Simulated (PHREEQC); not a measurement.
## Copper plating or etch bath: speciation

Solution (25 °C): 2.5 mmol/kgw Cu(BF4)2, 0.074 mmol/kgw HBF4 and 0.056 mmol/kgw KCl. Closed to the air; pH follows from the charge balance.

All values are PHREEQC results (ion-association model, phreeqc.dat), not measurements.

This is a speciation only: nothing precipitates in the calculation.

Task: What pH, ionic strength does the model give?

Result: pH 2.98; ionic strength 0.00858 mol/kgw.

Task: In which forms is Cu present?

Result: Cu+2 97 %, CuF+ 2.5 % of the Cu.

Real BF4- forms and hydrolyses slowly; the run takes it at equilibrium.
